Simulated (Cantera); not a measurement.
**Thermodynamics of chlorosilane synthesis and conversion, feed Si + Cl2 + H2**

Input: 1 mol Si, 0.8 mol Cl2, 4.7 mol H2, held at 1.00 bar.

Cantera equilibrium calculation (NASA polynomials, part measured and part estimated; ideal gas, pure solids and liquids). Candidate condensed phases: Si; 19 gas species. The tables' values for SiCl3 are old estimates; treat these amounts as uncertain. Equilibrium is a limit: real reactors are often held back by kinetics, nucleation or transport.

From 1050 K to 1350 K the condensed part is Si(s). The main Si-bearing gas is SiCl4 throughout. The share of Si in condensed phases is highest at 1350 K (60.7 %) and lowest at 1050 K (56.9 %).

```tsv
T (K)	x H2	x HCl	x SiCl4	x SiHCl3	x SiCl2	x SiCl3	x SiH2Cl2	n Si(s)
1050	0.901	0.0144	0.0491	0.0319	0.000429	0.00108	0.00236	0.569
1100	0.896	0.0205	0.0475	0.0306	0.000957	0.00181	0.00236	0.576
1150	0.890	0.0282	0.0453	0.0290	0.00197	0.00285	0.00234	0.584
1200	0.883	0.0374	0.0422	0.0271	0.00375	0.00425	0.00228	0.592
1250	0.874	0.0481	0.0382	0.0247	0.00665	0.00596	0.00218	0.599
1300	0.864	0.0598	0.0333	0.0219	0.0110	0.00787	0.00204	0.605
1350	0.853	0.0720	0.0277	0.0188	0.0171	0.00974	0.00186	0.607
```
x: gas mole fraction; n: condensed amount in mol.
